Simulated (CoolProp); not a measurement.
Vapour-liquid equilibrium of ethanol (1) + benzene (2) at 179.65 °C; x and y are mole fractions of (1).

Computed with CoolProp (multi-fluid Helmholtz-energy mixture model, Schroeder 2014 and Thol 2012; pair parameters Bell 2016).

| x | bubble pressure (bar) | y at the bubble point | dew pressure at overall composition x (bar) | liquid density (mol/L) |
|---|---|---|---|---|
| 0.05 | 12.14 | 0.169 | 10.72 | 8.881 |
| 0.125 | 14.34 | 0.317 | 11.58 | 8.991 |
| 0.2 | 15.90 | 0.407 | 12.56 | 9.123 |
| 0.275 | 17.03 | 0.469 | 13.66 | 9.281 |
| 0.35 | 17.87 | 0.518 | 14.89 | 9.470 |
| 0.425 | 18.50 | 0.560 | 16.23 | 9.695 |
| 0.5 | 19.01 | 0.601 | 17.57 | 9.963 |
| 0.575 | 19.40 | 0.643 | 18.70 | 10.28 |
| 0.65 | 19.69 | 0.689 | 19.45 | 10.64 |
| 0.725 | 19.88 | 0.742 | 19.84 | 11.05 |
| 0.8 | 19.95 | 0.801 | 19.95 | 11.51 |
| 0.875 | 19.91 | 0.870 | 19.91 | 12.02 |
| 0.95 | 19.78 | 0.946 | 19.77 | 12.58 |

y crosses x between x = 0.8 and 0.875: the model has an azeotrope there.

Pair parameters are fitted to limited data, so mixtures are less certain than the pure fluids.
